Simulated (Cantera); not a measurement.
Cantera run:

```python
import numpy as np
import cantera as ct

gas_names = """
    H HO2 H2 H2O H2O2 H2S H2SO4 O OH O2 O3 S SH SO SO2 SO3 S2 S2O S8
""".split()
cond_names = """
    H2O(s) H2O(L) H2SO4(L) S(cr1) S(cr2) S(L)
""".split()


# ... load() reads the species with a 1 bar reference pressure and builds the phases ...
atoms = {
    'S': {'S': 1},
    'H2O': {'H': 2, 'O': 1},
    'H2': {'H': 2},
}
top_T = {}  # K; cautious upper limits of use, not melting points


# ... equilibrate(T, P, feed) seeds the gas with the atoms and calls Mixture.equilibrate('TP', solver="vcs", rtol=1e-11, max_steps=5000) ...
results = []
feed = {'S': 1, 'H2O': 0.15, 'H2': 2}  # mol
T = 2875  # K
P = 1000  # Pa
mix = equilibrate(T, P, feed)
results.append((T, P, feed, dict(zip(mix.species_names, mix.species_moles))))
x = sorted(zip(gas.X, gas.species_names), reverse=True)
print(f"T = {T:g} K  P = {P:g} Pa  gas = {mix.phase_moles(0):.4g} mol")
print("   x: " + "  ".join(f"{s} {v:.3e}" for v, s in x if v > 0.0001))
print("   condensed (mol): " + ("  ".join(f"{mix.phase(i).name} {mix.phase_moles(i):.4g}"
      for i in range(1, mix.n_phases) if mix.phase_moles(i) > 1e-12) or "none"))
```

It prints:

```
T = 2875 K  P = 1000 Pa  gas = 4.188 mol
   x: H 5.170e-01  H2 2.387e-01  S 1.832e-01  SO 1.821e-02  SH 1.420e-02  S2 1.125e-02  H2O 6.602e-03  O 5.783e-03  OH 4.291e-03  SO2 3.942e-04  H2S 2.859e-04
   condensed (mol): none
```

Cantera equilibrium calculation (NASA polynomials, part measured and part estimated; ideal gas, pure solids and liquids).
